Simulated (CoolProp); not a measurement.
Model: reference Helmholtz-energy equation of state, Wu 2012, in CoolProp.

Give the vapour pressure (bar), vapour density (kg/m³), liquid cp (kJ/(kg K)), surface tension (mN/m) of saturated fluoroethane (R161) at 319, 324.3 K.


| T (K) | p (bar) | vapour density (kg/m³) | liquid cp (kJ/(kg K)) | surface tension (mN/m) |
|---|---|---|---|---|
| 319 | 15.7 | 37.5 | 2.49 | 6.54 |
| 324.3 | 17.8 | 43.0 | 2.55 | 5.86 |

Surface tension comes from a separate correlation (Mulero 2012).
